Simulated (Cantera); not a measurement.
An isothermal, constant-pressure homogeneous reactor starts with C2H6 : N2 = 1 : 1.7 (molar parts), at 1725 K and 100.0 Torr. Integrator tolerance rtol = 1e-08.

Computed with Cantera and GRI-Mech 3.0 (53 species, 325 reactions). GRI-Mech 3.0 stops at C3 and has no aromatics, soot or wall deposition, so with more carbon than oxygen in the feed, carbon stays in small species such as C2H2 where larger ones or solid carbon would form.

Task: What does this change do: temperature 1725 to 1450 K?

Result: 
```tsv
quantity	before	after
x(C2H6) at 200 s	5.25e-8 (gas-phase equilibrium 3.72e-8)	3.46e-6 (gas-phase equilibrium 2.65e-6)
x(HCN) at 200 s	5.92e-5 (gas-phase equilibrium 0.124)	3.20e-8 (gas-phase equilibrium 0.104)
x(H) at 200 s	0.000333 (gas-phase equilibrium 0.000333)	1.65e-5 (gas-phase equilibrium 1.65e-5)
x(H2) at 200 s	0.423 (gas-phase equilibrium 0.424)	0.399 (gas-phase equilibrium 0.402)
x(C2H2) at 200 s	0.212 (gas-phase equilibrium 0.150)	0.202 (gas-phase equilibrium 0.152)
x(CH2) at 200 s	2.31e-8 (gas-phase equilibrium 1.94e-8)	5.95e-10 (gas-phase equilibrium 5.18e-10)
x(CH4) at 200 s	0.00174 (gas-phase equilibrium 0.00147)	0.0223 (gas-phase equilibrium 0.0196)
```

Task: What does this change do: pressure from 100.0 Torr to 52.5 Torr?

Result: 
| quantity | before | after |
|---|---|---|
| x(C2H6) at 200 s | 5.25e-8 (gas-phase equilibrium 3.72e-8) | 1.46e-8 (gas-phase equilibrium 1.03e-8) |
| x(HCN) at 200 s | 5.92e-5 (gas-phase equilibrium 0.124) | 4.48e-5 (gas-phase equilibrium 0.125) |
| x(H) at 200 s | 0.000333 (gas-phase equilibrium 0.000333) | 0.000460 (gas-phase equilibrium 0.000460) |
| x(H2) at 200 s | 0.423 (gas-phase equilibrium 0.424) | 0.424 (gas-phase equilibrium 0.424) |
| x(C2H2) at 200 s | 0.212 (gas-phase equilibrium 0.150) | 0.212 (gas-phase equilibrium 0.150) |
| x(CH2) at 200 s | 2.31e-8 (gas-phase equilibrium 1.94e-8) | 2.31e-8 (gas-phase equilibrium 1.95e-8) |
| x(CH4) at 200 s | 0.00174 (gas-phase equilibrium 0.00147) | 0.000919 (gas-phase equilibrium 0.000774) |
